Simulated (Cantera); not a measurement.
Input (Python, Cantera):

```python
import numpy as np
import cantera as ct

gas = ct.Solution("SiF4_NH3_mec.yaml", "gas")
gas.TPX = 1900, 2200, {'NH3': 1, 'H2': 18, 'N2': 0.99}
inlet = ct.Reservoir(gas, clone=True)

reactor = ct.IdealGasConstPressureReactor(gas, energy="off", clone=False)
exhaust = ct.Reservoir(gas, clone=True)
tau = [21, 7.3, 2.6, 0.92, 0.33, 0.12, 0.041, 0.015, 0.0051, 0.0018][0]
for a, b in ((inlet, reactor), (reactor, exhaust)):
    ct.MassFlowController(a, b, mdot=lambda t: reactor.mass / tau)
net = ct.ReactorNet([reactor])
show = ['NH3', 'H2', 'H', 'NH', 'N2', 'N2H4', 'NH2']

rows = []
print(f"{'tau/s':>10s}{'T/K':>9s}" + "".join(f"{s:>11s}" for s in show))
for tau in [21, 7.3, 2.6, 0.92, 0.33, 0.12, 0.041, 0.015, 0.0051, 0.0018]:
    net.initial_time = 0.0
    net.advance(30 * tau)
    before = gas.X
    net.advance(40 * tau)
    drift = np.max(np.abs(gas.X - before) / (gas.X + 1e-9))
    rows.append([gas.T, *gas[show].X, drift])
    print(f"{tau:10.3e}{gas.T:9.1f}" + "".join(f"{x:11.3e}" for x in gas[show].X))
```

It prints:

```
     tau/s      T/K        NH3         H2          H         NH         N2       N2H4        NH2
 2.100e+01   1900.0  7.617e-03  9.231e-01  1.581e-03  2.473e-06  6.764e-02  3.171e-11  3.650e-05
 7.300e+00   1900.0  1.881e-02  9.172e-01  1.117e-03  3.080e-06  6.285e-02  9.807e-11  6.409e-05
 2.600e+00   1900.0  3.189e-02  9.099e-01  9.171e-04  3.569e-06  5.723e-02  1.935e-10  8.996e-05
 9.200e-01   1900.0  4.201e-02  9.042e-01  8.129e-04  3.735e-06  5.288e-02  2.672e-10  1.057e-04
 3.300e-01   1900.0  4.728e-02  9.013e-01  7.276e-04  3.389e-06  5.063e-02  2.731e-10  1.068e-04
 1.200e-01   1900.0  4.938e-02  9.002e-01  5.763e-04  2.231e-06  4.974e-02  1.876e-10  8.848e-05
 4.100e-02   1900.0  4.994e-02  9.002e-01  2.858e-04  5.575e-07  4.953e-02  4.733e-11  4.440e-05
 1.500e-02   1900.0  5.000e-02  9.003e-01  1.081e-04  8.012e-08  4.952e-02  6.809e-12  1.683e-05
 5.100e-03   1900.0  5.002e-02  9.004e-01  3.684e-05  9.319e-09  4.952e-02  7.940e-13  5.749e-06
 1.800e-03   1900.0  5.002e-02  9.004e-01  1.300e-05  1.163e-09  4.952e-02  9.980e-14  2.041e-06
```

Cantera simulation using the gas-phase N/H chemistry of the illustrative SiF4/NH3 mechanism in the Surface Chemkin manual (1991); the numbers are that mechanism's predictions, not measurements. Walls and surfaces, which speed up NH3 decomposition in real reactors, are not modelled.
